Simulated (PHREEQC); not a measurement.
1 kg of water holding 0.0059 mol MgCl2 and 0.47 mol NaCl is evaporated at 60 °C; the solids stay in contact with the brine. CO2 from the air is kept out. The run lets Bischofite, Brucite, Halite, MgCl2_4H2O precipitate or redissolve, and no other solid.

The numbers come from PHREEQC with the Pitzer model, pitzer.dat.

Task: Predict ionic strength, Cl in solution (mol/kgw) at water left (kg) = 0.1407, 0.09502.

Result: 
```json
[
 {"water left (kg)": "0.1407", "ionic strength": "3.47", "Cl in solution (mol/kgw)": "3.43"},
 {"water left (kg)": "0.09502", "ionic strength": "5.13", "Cl in solution (mol/kgw)": "5.07"}
]
```

Complexes and solids missing from the database can't appear. Constants without temperature data keep their 25 °C values here.
